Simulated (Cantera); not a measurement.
A perfectly stirred reactor is fed with 2.82 % C3H8, 20.5 % O2, 76.7 % N2, equivalence ratio 0.69, at 5480 Torr; it is adiabatic with a 600 K inlet, and is followed from long to short residence time, starting on the burning branch (τ in s: 0.38, 0.16, 0.064, 0.026, 0.011, 0.0045, 0.0018, 0.00075, 0.00031, 0.00013, 5.2e-05, 2.2e-05).

Model: GRI-Mech 3.0 (53 species, 325 reactions), integrated in Cantera. GRI-Mech 3.0 was tuned for natural gas; its chemistry of propane as a main component is partial and can be far from experiment.

x: mole fraction; the columns are a selection and need not sum to one.

```
τ (s)    T (K)    x C3H8    x O2     x HCO       x O       x CH4   x CO2
-------  -----  --------  ------  --------  --------  ----------  ------
0.38      2093   1.97e-8  0.0603  5.10e-10  0.000123  (withheld)  0.0819
0.16      2095   4.61e-8  0.0608   1.21e-9  0.000127  (withheld)  0.0819
0.064     2096   1.13e-7  0.0611   3.01e-9  0.000135  (withheld)  0.0818
0.026     2095   2.69e-7  0.0613   7.45e-9  0.000150  (withheld)  0.0817
0.011     2093   6.01e-7  0.0615   1.78e-8  0.000182  (withheld)  0.0815
0.0045    2088   1.33e-6  0.0617   4.47e-8  0.000248  (withheld)  0.0810
0.0018    2078   2.85e-6  0.0620   1.17e-7  0.000377  (withheld)  0.0802
0.00075   2063   5.67e-6  0.0625   2.97e-7  0.000589  (withheld)  0.0787
0.00031   2037   1.11e-5  0.0636   7.70e-7  0.000920  (withheld)  0.0761
0.00013   1997   2.19e-5  0.0655   1.97e-6   0.00136  (withheld)  0.0720
5.2e-5    1928   4.93e-5  0.0695   5.26e-6   0.00180  (withheld)  0.0643
2.2e-5    1789  0.000170  0.0801   1.33e-5   0.00142  (withheld)  0.0472
```

### Question
What belongs in the gaps?

### Answer

- 0.38, x CH4: 2.08e-8
- 0.16, x CH4: 4.76e-8
- 0.064, x CH4: 1.12e-7
- 0.026, x CH4: 2.47e-7
- 0.011, x CH4: 4.79e-7
- 0.0045, x CH4: 8.42e-7
- 0.0018, x CH4: 1.35e-6
- 0.00075, x CH4: 2.05e-6
- 0.00031, x CH4: 3.35e-6
- 0.00013, x CH4: 6.41e-6
- 5.2e-5, x CH4: 1.74e-5
- 2.2e-5, x CH4: 0.000103
